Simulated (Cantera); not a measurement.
Input (Python, Cantera) and output of one run.

```python
import numpy as np
import cantera as ct

gas_names = """
    OH H2 O3 H2O2
""".split()
cond_names = """
    Fe(OH)3(s) FeO(s) FeO(L) Fe(OH)2(s)
""".split()


# ... load() reads the species with a 1 bar reference pressure and builds the phases ...
species = {s.name: s for s in load("nasa_gas.yaml", gas_names) + load("nasa_condensed.yaml", cond_names)}
# Each term lists the table entries of one substance; the one whose range holds T is used.
reactions = {
    '2 Fe(OH)3 = 2 FeO + 4 OH(g) + H2(g)':
        [(-2, ['Fe(OH)3(s)']), (2, ['FeO(s)', 'FeO(L)']), (4, ['OH']), (1, ['H2'])],
    'O3(g) + 3 Fe(OH)2 = 3 FeO + 3 H2O2(g)':
        [(-1, ['O3']), (-3, ['Fe(OH)2(s)']), (3, ['FeO(s)', 'FeO(L)']), (3, ['H2O2'])],
    '6 FeO + 9 H2O2(g) = 6 Fe(OH)3 + 2 O3(g)':
        [(-6, ['FeO(s)', 'FeO(L)']), (-9, ['H2O2']), (6, ['Fe(OH)3(s)']), (2, ['O3'])],
}


def pick(names, T):
    return next(species[n] for n in names if species[n].thermo.min_temp <= T <= species[n].thermo.max_temp)


results = []
for label, terms in reactions.items():
    print(label)
    print("     T/K   dH/kJ  dS/(J/K)   dG/kJ   log10 K")
    for T in [1050, 1150, 1250, 1350, 1450]:
        used = [(nu, pick(names, T)) for nu, names in terms]
        dH = sum(nu * s.thermo.h(T) for nu, s in used) / 1e6
        dS = sum(nu * s.thermo.s(T) for nu, s in used) / 1e3
        dG = dH - T * dS / 1e3
        logK = -dG * 1e6 / (ct.gas_constant * T * np.log(10))
        results.append((label, T, dH, dS, dG, logK, [s.name for _, s in used]))
        print(f"{T:8g} {dH:8.1f} {dS:8.1f} {dG:8.1f} {logK:8.2f}")
```

Result:

```
2 Fe(OH)3 = 2 FeO + 4 OH(g) + H2(g)
     T/K   dH/kJ  dS/(J/K)   dG/kJ   log10 K
    1050   1259.9    760.6    461.3   -22.95
    1150   1253.8    755.0    385.5   -17.51
    1250   1247.6    749.8    310.3   -12.97
    1350   1241.4    745.0    235.6    -9.11
    1450   1235.2    740.6    161.3    -5.81
O3(g) + 3 Fe(OH)2 = 3 FeO + 3 H2O2(g)
     T/K   dH/kJ  dS/(J/K)   dG/kJ   log10 K
    1050    310.4    309.4    -14.5     0.72
    1150    304.8    304.3    -45.2     2.05
    1250    299.7    300.1    -75.4     3.15
    1350    295.1    296.5   -105.2     4.07
    1450    291.0    293.6   -134.7     4.85
6 FeO + 9 H2O2(g) = 6 Fe(OH)3 + 2 O3(g)
     T/K   dH/kJ  dS/(J/K)   dG/kJ   log10 K
    1050  -1754.1  -1226.7   -466.1    23.18
    1150  -1735.7  -1210.0   -344.2    15.63
    1250  -1717.6  -1194.9   -224.0     9.36
    1350  -1699.8  -1181.2   -105.2     4.07
    1450  -1682.6  -1168.9     12.3    -0.44
```

Standard-state values (1 bar) from the NASA 1993 polynomials, evaluated with Cantera. FeO: taken at fixed stoichiometry. Condensed species are held in their standard states even where they would react or evaporate.
